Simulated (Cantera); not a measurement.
Cantera run:

```python
import numpy as np
import cantera as ct

gas_names = [...]  # 115 gases of nasa_gas.yaml made of C, Ca, H, O
cond_names = """
    C(gr) C6H6(L) C7H8(L) C8H18(L),n-octa Ca(a) Ca(b) Ca(L) CaCO3(caL) CaO(s) CaO(L) CaO2H2(s) H2O(s)
    H2O(L)
""".split()


# ... load() reads the species with a 1 bar reference pressure and builds the phases ...
atoms = {
    'CaCO3': {'Ca': 1, 'C': 1, 'O': 3},
    'H2O': {'H': 2, 'O': 1},
}
top_T = {'C(gr)': 4500}  # K; cautious upper limits of use, not melting points


# ... equilibrate(T, P, feed) seeds the gas with the atoms and calls Mixture.equilibrate('TP', solver="vcs", rtol=1e-11, max_steps=5000) ...
results = []
feed = {'CaCO3': 1, 'H2O': 0.11}  # mol
P = 11  # Pa
for T in [850, 950, 1050, 1150, 1250, 1350, 1450]:
    mix = equilibrate(T, P, feed)
    results.append((T, P, feed, dict(zip(mix.species_names, mix.species_moles))))

top = {s: max(r[3][s] / sum(r[3][g] for g in gas_names) for r in results) for s in gas_names}
cols = sorted((s for s in top if top[s] > 1e-06), key=lambda s: -top[s])[:9]
seen = [c for c in cond_names if any(r[3].get(c, 0) > 1e-12 for r in results)]
print("log10 of partial pressures in bar; condensed amounts in mol")
print(f"{'T/K':>10s}" + "".join(f"{s[:9]:>10s}" for s in cols + seen))
for T, P, feed, n in results:
    ng = sum(n[g] for g in gas_names)
    print(f"{T:10.4g}" + "".join(f"{np.log10(max(n[s] / ng * P / 1e5, 1e-99)):10.3f}" for s in cols)
          + "".join(f"{n.get(c, 0):10.4g}" for c in seen))
```

Output:

```
log10 of partial pressures in bar; condensed amounts in mol
       T/K       CO2       H2O        CO        O2        H2        OH         H         O    CaO(s)
       850    -4.004    -4.963   -11.159   -11.336   -11.633   -13.082   -16.505   -17.798         1
       950    -4.004    -4.963    -9.923   -10.148   -10.628   -11.735   -14.569   -15.572         1
      1050    -4.004    -4.963    -8.927    -9.179    -9.815   -10.642   -12.998   -13.764         1
      1150    -4.004    -4.963    -8.108    -8.375    -9.142    -9.737   -11.698   -12.268         1
      1250    -4.004    -4.963    -7.422    -7.699    -8.575    -8.977   -10.603   -11.010         1
      1350    -4.005    -4.963    -6.840    -7.124    -8.092    -8.330    -9.669    -9.937         1
      1450    -4.007    -4.965    -6.340    -6.629    -7.674    -7.772    -8.861    -9.012         1
```

Cantera equilibrium calculation (NASA polynomials, part measured and part estimated; ideal gas, pure solids and liquids).
